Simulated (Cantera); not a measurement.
Ignition delay

Mixture: C3H8 : O2 : N2 = 1 : 4.55 : 17.1 (molar parts), equivalence ratio 1.1, at 1200000 Pa, adiabatic and at constant volume. Ignition delay is the time to a rise of 400 K.

Detailed kinetics in Cantera: GRI-Mech 3.0 (53 species, 325 reactions). GRI-Mech 3.0 was tuned for natural gas; its chemistry of propane as a main component is partial and can be far from experiment. The pressure lies above the range GRI-Mech 3.0 was tuned for (to about 10 atm).

| T0 (K) | delay (ms) |
|---|---|
| 1150 | 3.52 |
| 1250 | 0.585 |
| 1350 | 0.115 |
| 1450 | 0.0293 |
| 1550 | 0.00977 |
| 1650 | 0.00414 |
| 1750 | 0.00212 |
| 1850 | 0.00126 |
| 1950 | 0.000842 |

```json
{
 "apparent activation energy between 1750 and 1950 K": "130 kJ/mol"
}
```
